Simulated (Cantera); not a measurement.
A closed system holds: 1 mol C₂H₂, 1.4 mol O₂, held at 1825 K and 6.10 bar.

Method: chemical equilibrium by Gibbs-energy minimisation in Cantera with the NASA 1993 tables (ideal gas, pure condensed phases). Rates play no part.

```
species   before    after
-------  -------  -------
CO         0.551    0.643
H₂         0.183    0.291
H₂O        0.151   0.0426
CO₂        0.116   0.0240
H        7.62e-5  9.61e-5
```
Gas species are given as mole fractions.

**Question.** What was changed between the two runs?
A. pressure from 6.10 bar to 0.0260 bar
B. O₂ from 1.4 to 0.0094 mol
C. O₂ from 1.4 to 1.1 mol
D. temperature from 1825 K to 2523 K

**Answer.** C, O₂ from 1.4 to 1.1 mol
